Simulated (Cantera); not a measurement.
## Si + NF₃ + H₂ (silicon etching in halogen gases)

Charge: 1 mol Si, 3.7 mol NF₃, a varied amount of H₂, equilibrated at 1150 K and 3.20 Pa.

Method: chemical equilibrium by Gibbs-energy minimisation in Cantera with the NASA 1993 tables (ideal gas, pure condensed phases). Candidate condensed phases: Si, Si₃N₄; 37 gas species. The tables' values for SiF₃ are old estimates; treat these amounts as uncertain. Kinetics and transport are ignored.

From 0.56 mol H₂ to 23 mol H₂ nothing is condensed. The main Si-bearing gas is SiF₄ throughout.

| n(H₂) (mol) | x H₂ | x HF | x F | x N₂ | x SiF₄ |
|---|---|---|---|---|---|
| 0.56 | <1e-12 | 0.113 | 0.601 | 0.186 | 0.101 |
| 0.85 | <1e-12 | 0.171 | 0.543 | 0.186 | 0.101 |
| 1.3 | <1e-12 | 0.261 | 0.452 | 0.186 | 0.101 |
| 1.9 | <1e-12 | 0.382 | 0.332 | 0.186 | 0.101 |
| 2.9 | <1e-12 | 0.583 | 0.131 | 0.186 | 0.101 |
| 4.5 | 0.0872 | 0.651 | 2.98e-11 | 0.170 | 0.0917 |
| 6.7 | 0.240 | 0.542 | 1.49e-11 | 0.141 | 0.0763 |
| 10 | 0.393 | 0.433 | 9.31e-12 | 0.113 | 0.0610 |
| 15 | 0.535 | 0.332 | 6.12e-12 | 0.0864 | 0.0467 |
| 23 | 0.662 | 0.242 | 4.00e-12 | 0.0629 | 0.0340 |
x: gas mole fraction; nothing condenses.
